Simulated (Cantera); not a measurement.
Gas mixture: CH4 : C2H6 = 0.51 : 0.84 (molar parts), at 0.0750 atm, frozen composition.

Cantera's kinetic-theory transport with the Lennard-Jones parameters of GRI-Mech 3.0, ideal gas; thermal conductivity in the multicomponent form. The composition is frozen, though it would react at the higher temperatures.

D: mixture-averaged diffusion coefficient of that species in the mixture.

```json
[
 {"T (K)": "400", "ρ (kg/m³)": "0.0566", "cp (J/kg/K)": "2255", "μ (µPa s)": "13.0", "λ (mW/m/K)": "40.1", "Pr": "0.730", "D (cm²/s) CH4": "?", "D (cm²/s) C2H2": "3.05", "D (cm²/s) NO": "3.75"},
 {"T (K)": "650", "ρ (kg/m³)": "0.0348", "cp (J/kg/K)": "3227", "μ (µPa s)": "19.3", "λ (mW/m/K)": "84.4", "Pr": "0.738", "D (cm²/s) CH4": "?", "D (cm²/s) C2H2": "7.33", "D (cm²/s) NO": "8.76"},
 {"T (K)": "900", "ρ (kg/m³)": "0.0252", "cp (J/kg/K)": "3948", "μ (µPa s)": "24.6", "λ (mW/m/K)": "131", "Pr": "0.738", "D (cm²/s) CH4": "?", "D (cm²/s) C2H2": "12.9", "D (cm²/s) NO": "15.2"},
 {"T (K)": "1150", "ρ (kg/m³)": "0.0197", "cp (J/kg/K)": "4511", "μ (µPa s)": "29.2", "λ (mW/m/K)": "179", "Pr": "0.737", "D (cm²/s) CH4": "?", "D (cm²/s) C2H2": "19.7", "D (cm²/s) NO": "23.0"},
 {"T (K)": "1400", "ρ (kg/m³)": "0.0162", "cp (J/kg/K)": "4915", "μ (µPa s)": "33.4", "λ (mW/m/K)": "223", "Pr": "0.735", "D (cm²/s) CH4": "?", "D (cm²/s) C2H2": "27.4", "D (cm²/s) NO": "32.0"},
 {"T (K)": "1650", "ρ (kg/m³)": "0.0137", "cp (J/kg/K)": "5212", "μ (µPa s)": "37.3", "λ (mW/m/K)": "265", "Pr": "0.734", "D (cm²/s) CH4": "?", "D (cm²/s) C2H2": "36.2", "D (cm²/s) NO": "42.1"}
]
```

Problem. Fill in the missing entries.

Solution. 
- 400, D (cm²/s) CH4: 3.59
- 650, D (cm²/s) CH4: 8.55
- 900, D (cm²/s) CH4: 15.0
- 1150, D (cm²/s) CH4: 22.8
- 1400, D (cm²/s) CH4: 31.7
- 1650, D (cm²/s) CH4: 41.8
